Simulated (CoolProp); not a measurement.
The fluid at 293.15 K and 1.29 MPa is throttled through a valve to 0.0849 MPa with no heat exchange. The same conditions are run with several fluids, on thermodynamics alone (safety and materials aside).

Model: reference Helmholtz-energy equation of state of each fluid (dimethyl ether: Wu 2011; o-xylene: Zhou 2012; R124: de Vries 1995; p-xylene: Zhou 2012; octamethyltrisiloxane (MDM): Thol 2017), in CoolProp.

```json
[
 {"fluid": "dimethyl ether", "temperature change (K)": "-48.8", "final phase": "two-phase, vapour fraction 0.241", "final density (kg/m³)": "8.19"},
 {"fluid": "o-xylene", "temperature change (K)": "+0.6", "final phase": "liquid", "final density (kg/m³)": "880"},
 {"fluid": "R124", "temperature change (K)": "-36.1", "final phase": "two-phase, vapour fraction 0.236", "final density (kg/m³)": "23.6"},
 {"fluid": "p-xylene", "temperature change (K)": "+0.6", "final phase": "liquid", "final density (kg/m³)": "861"},
 {"fluid": "octamethyltrisiloxane (MDM)", "temperature change (K)": "+0.5", "final phase": "liquid", "final density (kg/m³)": "820"}
]
```
